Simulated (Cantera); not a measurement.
# Pyrogenic steam for wet oxidation

An isothermal, constant-pressure homogeneous reactor starts with H2 : O2 : N2 = 1.6 : 1 : 32 (molar parts), equivalence ratio 0.80, at 975 K and 1.00 bar.

Computed with Cantera and the H2/O2 subset of GRI-Mech 3.0, which has no nitrogen chemistry. The temperature is held fixed by assumption; the heat of reaction is taken as removed at once.

```csv
t (s),x H2,x O2,x H,x OH,x HO2,x H2O
7.00e-6,0.0462,0.0289,3.12e-12,<1e-12,3.63e-12,<1e-12
3.54e-5,0.0462,0.0289,1.50e-11,<1e-12,2.32e-11,5.55e-12
0.000179,0.0462,0.0289,1.01e-10,3.96e-12,2.68e-10,2.09e-10
0.000906,0.0462,0.0289,4.10e-9,1.65e-10,2.04e-8,2.42e-8
0.00458,0.00503,0.00842,0.000152,3.77e-5,7.82e-6,0.0421
0.0232,0.00148,0.00665,7.49e-7,5.35e-7,4.90e-6,0.0458
0.117,0.000905,0.00636,2.86e-7,3.11e-7,3.90e-6,0.0464
0.593,0.000242,0.00604,4.14e-8,1.47e-7,1.97e-6,0.0471
3.00,2.57e-5,0.00593,1.29e-9,3.72e-8,3.88e-7,0.0473
```
x: mole fraction; the columns are a selection and need not sum to one.

Equilibrium at this temperature and pressure: H2 2.52e-11, O2 0.00592, H <1e-12, OH 1.97e-8, HO2 2.92e-11, H2O 0.0473 (gas phase only).
